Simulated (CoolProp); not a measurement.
Values from CoolProp's reference Helmholtz-energy equation of state, Lemmon 2006. It is a short technical equation, of lower accuracy than the large ones.

**Question.** For nitrous oxide, give the phase and the cp (kJ/(kg K)), cv (kJ/(kg K)), speed of sound (m/s), Joule-Thomson coefficient (K/MPa) at 226.85 °C and 0.16 MPa.

**Answer.** 
- 226.85 °C and 0.16 MPa: gas; cp 1.04, cv 0.854, speed of sound 339, Joule-Thomson coefficient 3.40
